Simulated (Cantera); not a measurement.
Feed: 1 mol SiCl4, 4.3 mol N2O, 36 mol N2, held at 87.0 mbar.

Method: chemical equilibrium by Gibbs-energy minimisation in Cantera with the NASA 1993 tables (ideal gas, pure condensed phases). Candidate condensed phases: Si, SiO2, Si2N2O, Si3N4; 23 gas species. The tables hold silica as quartz up to 1696 K and as liquid above; real silica turns to tridymite and cristobalite and melts near 1996 K. Equilibrium is a limit: real reactors are often held back by kinetics, nucleation or transport.

x: gas mole fraction; n: condensed amount in mol.

| T (°C) | x N2 | x Cl | x O2 | x Cl2 | n SiO2(β-quartz) | n SiO2(condensed) | n SiO2(l) |
|---|---|---|---|---|---|---|---|
| 1327 | 0.903 | 0.0515 | 0.0254 | 0.0191 | 1.000 | 0 | 0 |
| 1377 | 0.899 | ? | 0.0252 | ? | 1.000 | 0 | 0 |
| 1427 | 0.896 | 0.0674 | 0.0250 | 0.0107 | 0 | 1.000 | 0 |
| 1477 | 0.893 | 0.0734 | 0.0248 | 0.00761 | 0 | 1.000 | 0 |
| 1527 | 0.891 | 0.0778 | 0.0246 | ? | 0 | 1.000 | 0 |
| 1577 | 0.889 | 0.0810 | 0.0244 | 0.00362 | 0 | 1.000 | 0 |
| 1627 | 0.888 | 0.0832 | 0.0242 | 0.00247 | 0 | 1.000 | 0 |
| 1677 | 0.887 | 0.0847 | 0.0240 | 0.00170 | 0 | 1.000 | 0 |
| 1727 | 0.886 | 0.0857 | 0.0238 | 0.00117 | 0 | 0 | 1.000 |
| 1777 | 0.886 | 0.0864 | 0.0235 | 0.000821 | 0 | 0 | 0.999 |

Question: Some entries are withheld; supply them.

Answer: 
- 1377, x Cl: 0.0600
- 1377, x Cl2: 0.0146
- 1527, x Cl2: 0.00528
